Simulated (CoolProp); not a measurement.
Acetone at several states: density (kg/m³) from the reference equation and from simpler models built on Tc = 508.1 K, pc = 4692 kPa, ω = 0.307; each cubic takes its own stable root.

The numbers come from the reference Helmholtz-energy equation of state, Lemmon 2006 in CoolProp. It is a short technical equation, of lower accuracy than the large ones.

| T (K) | p (kPa) | phase | reference |
|---|---|---|---|
| 218 | 3690 | liquid | 873.0 |
| 278.8 | 11.1 | gas | 0.2818 |
| 260.3 | 11000 | liquid | 834.0 |
| 286.1 | 6580 | liquid | 803.9 |
| 547.8 | 201 | gas | 2.597 |
| 183.7 | 209 | liquid | 907.6 |

### Question
How far does each simpler model (van der Waals, Redlich-Kwong, Peng-Robinson) lie from the reference over these 6 states: mean and median of the absolute difference, and the worst?

### Answer
- van der Waals: mean 32.8 %, median 48.1 %, worst -50.1 % at 183.7 K and 209 kPa
- Redlich-Kwong: mean 16.6 %, median 24.2 %, worst -25.6 % at 183.7 K and 209 kPa
- Peng-Robinson: mean 9.2 %, median 12.5 %, worst -15.5 % at 183.7 K and 209 kPa
